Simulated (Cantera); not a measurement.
Input: 1 mol Cr, a varied amount of H2O, held at 1325 K and 33.0 Pa.

Equilibrium computed with Cantera from the NASA thermochemical tables; the gas is ideal and each condensed phase is pure. Candidate condensed phases: Cr, Cr2O3, H2O; 13 gas species. Mutual solubility and eutectic melting of coexisting phases are not modelled. Equilibrium is a limit: real reactors are often held back by kinetics, nucleation or transport.

x: gas mole fraction; n: condensed amount in mol.

```json
[
 {"n(H2O) (mol)": "0.086", "x H2": "1.000", "x H2O": "0.000334", "x H": "9.00e-5", "x Cr": "2.84e-5", "x OH": "4.38e-10", "x CrO": "1.98e-9", "n Cr(s)": "0.943", "n Cr2O3(s)": "0.0287"},
 {"n(H2O) (mol)": "0.12", "x H2": "1.000", "x H2O": "0.000334", "x H": "9.00e-5", "x Cr": "2.84e-5", "x OH": "4.38e-10", "x CrO": "1.98e-9", "n Cr(s)": "0.920", "n Cr2O3(s)": "___"},
 {"n(H2O) (mol)": "0.18", "x H2": "1.000", "x H2O": "0.000334", "x H": "9.00e-5", "x Cr": "2.84e-5", "x OH": "4.38e-10", "x CrO": "1.98e-9", "n Cr(s)": "0.880", "n Cr2O3(s)": "0.0600"},
 {"n(H2O) (mol)": "0.26", "x H2": "1.000", "x H2O": "0.000334", "x H": "9.00e-5", "x Cr": "2.84e-5", "x OH": "4.38e-10", "x CrO": "1.98e-9", "n Cr(s)": "0.827", "n Cr2O3(s)": "0.0866"},
 {"n(H2O) (mol)": "0.38", "x H2": "1.000", "x H2O": "0.000334", "x H": "9.00e-5", "x Cr": "2.84e-5", "x OH": "4.38e-10", "x CrO": "1.98e-9", "n Cr(s)": "0.747", "n Cr2O3(s)": "0.127"},
 {"n(H2O) (mol)": "0.54", "x H2": "1.000", "x H2O": "0.000334", "x H": "9.00e-5", "x Cr": "2.84e-5", "x OH": "4.38e-10", "x CrO": "1.98e-9", "n Cr(s)": "0.640", "n Cr2O3(s)": "0.180"},
 {"n(H2O) (mol)": "0.78", "x H2": "1.000", "x H2O": "0.000334", "x H": "9.00e-5", "x Cr": "2.84e-5", "x OH": "4.38e-10", "x CrO": "1.98e-9", "n Cr(s)": "0.480", "n Cr2O3(s)": "0.260"},
 {"n(H2O) (mol)": "1.1", "x H2": "1.000", "x H2O": "0.000334", "x H": "9.00e-5", "x Cr": "2.84e-5", "x OH": "4.38e-10", "x CrO": "1.98e-9", "n Cr(s)": "0.267", "n Cr2O3(s)": "0.367"},
 {"n(H2O) (mol)": "1.6", "x H2": "0.937", "x H2O": "0.0625", "x H": "8.72e-5", "x Cr": "1.01e-8", "x OH": "8.48e-8", "x CrO": "1.40e-10", "n Cr(s)": "0", "n Cr2O3(s)": "0.500"},
 {"n(H2O) (mol)": "2.4", "x H2": "0.625", "x H2O": "0.375", "x H": "7.12e-5", "x Cr": "3.73e-10", "x OH": "6.23e-7", "x CrO": "4.66e-11", "n Cr(s)": "0", "n Cr2O3(s)": "0.500"},
 {"n(H2O) (mol)": "3.4", "x H2": "___", "x H2O": "___", "x H": "___", "x Cr": "___", "x OH": "___", "x CrO": "___", "n Cr(s)": "0", "n Cr2O3(s)": "0.500"},
 {"n(H2O) (mol)": "4.9", "x H2": "0.306", "x H2O": "0.694", "x H": "4.98e-5", "x Cr": "5.07e-11", "x OH": "1.65e-6", "x CrO": "2.40e-11", "n Cr(s)": "0", "n Cr2O3(s)": "0.500"},
 {"n(H2O) (mol)": "7.1", "x H2": "0.211", "x H2O": "0.789", "x H": "4.14e-5", "x Cr": "2.40e-11", "x OH": "2.25e-6", "x CrO": "1.87e-11", "n Cr(s)": "0", "n Cr2O3(s)": "0.500"}
]
```

**Question.** Fill in the missing entries.

**Answer.** 
- 3.4, x H2: 0.441
- 3.4, x H2O: 0.559
- 3.4, x H: 5.98e-5
- 3.4, x Cr: 1.21e-10
- 3.4, x OH: 1.11e-6
- 3.4, x CrO: 3.21e-11
- 0.12, n Cr2O3(s): 0.0400
